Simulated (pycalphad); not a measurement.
Effect of Cu content in Si-Cu

Source of the numbers: pycalphad with the COST 507 light-alloy database (1999); pressure 1 atm. The data set is of 1999 and partly superseded. Phase fractions are per mole of atoms.

```json
[
 {"alloy": "Si-36.92Cu (wt.%)", "liquidus (K)": "1561", "first solid": "DIAMOND_A4", "solidus (K)": "1074", "phases at 950 K": "DIAMOND_A4 0.73, CU19SI6_ETA 0.27"},
 {"alloy": "Si-50.2Cu (wt.%)", "liquidus (K)": "1488", "first solid": "DIAMOND_A4", "solidus (K)": "1074", "phases at 950 K": "DIAMOND_A4 0.59, CU19SI6_ETA 0.41"},
 {"alloy": "Si-61.22Cu (wt.%)", "liquidus (K)": "?", "first solid": "DIAMOND_A4", "solidus (K)": "1074", "phases at 950 K": "?"},
 {"alloy": "Si-91.27Cu (wt.%)", "liquidus (K)": "1103", "first solid": "BCC_A2", "solidus (K)": "1089", "phases at 950 K": "CU56SI11_GAMMA 0.61, CU4SI_EPSILON 0.39"}
]
```

Task: Some entries are withheld; supply them.

Result: 
- Si-61.22Cu (wt.%), liquidus (K): 1413
- Si-61.22Cu (wt.%), phases at 950 K: CU19SI6_ETA 0.54, DIAMOND_A4 0.46

Database names, with the compositions (at.%) that they take in these runs: CU19SI6_ETA: Cu 76 Si 24; CU4SI_EPSILON: Cu 80 Si 20; CU56SI11_GAMMA: Cu 84 Si 16. BCC_A2 is bcc; DIAMOND_A4 is diamond (Si).
